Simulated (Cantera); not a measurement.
Input: 1 mol AlCl₃, 2.8 mol N₂O, 2.8 mol N₂, at 1073.15 K and 1.40 mbar.

Cantera equilibrium calculation (NASA polynomials, part measured and part estimated; ideal gas, pure solids and liquids). Candidate condensed phases: Al, AlCl₃, AlN, Al₂O₃; 24 gas species. Rates play no part.

Base state: N₂ 0.718, Cl₂ 0.186, O₂ 0.0833, Cl 0.0124, NO 3.98e-5 (mole fractions); condensed: Al₂O₃(s).

What changes in the equilibrium state with this change: temperature from 1073.15 K to 1598 K?


```
species         before     after
-------------  -------  --------
N₂               0.718     0.612
Cl              0.0124     0.306
O₂              0.0833    0.0705
Cl₂              0.186    0.0111
AlCl₃          4.35e-7   5.93e-5
O              9.64e-9  0.000101
NO             3.98e-5  0.000980
ClO            6.93e-6   6.64e-5
Al₂O₃(s), mol    0.500     0.500
```

What changes in the equilibrium state with this change: temperature from 1073.15 K to 1775 K?


| species | before | after |
|---|---|---|
| N₂ | 0.718 | 0.605 |
| Cl | 0.0124 | 0.321 |
| O₂ | 0.0833 | 0.0691 |
| Cl₂ | 0.186 | 0.00183 |
| AlCl₃ | 4.35e-7 | 2.46e-5 |
| O | 9.64e-9 | 0.000672 |
| NO | 3.98e-5 | 0.00192 |
| ClO | 6.93e-6 | 5.75e-5 |
| Al₂O₃(s), mol | 0.500 | 0.500 |
